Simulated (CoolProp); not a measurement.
Computed with CoolProp (reference Helmholtz-energy equation of state, de Reuck 1990).

**Question.** Give the vapour pressure (MPa), vapour density (kg/m³), enthalpy of vaporisation (kJ/kg), liquid cp (kJ/(kg K)) of saturated fluorine at 108.3 K.

**Answer.** 
```tsv
T (K)	p (MPa)	vapour density (kg/m³)	enthalpy of vaporisation (kJ/kg)	liquid cp (kJ/(kg K))
108.3	0.793	38.8	147	1.66
```
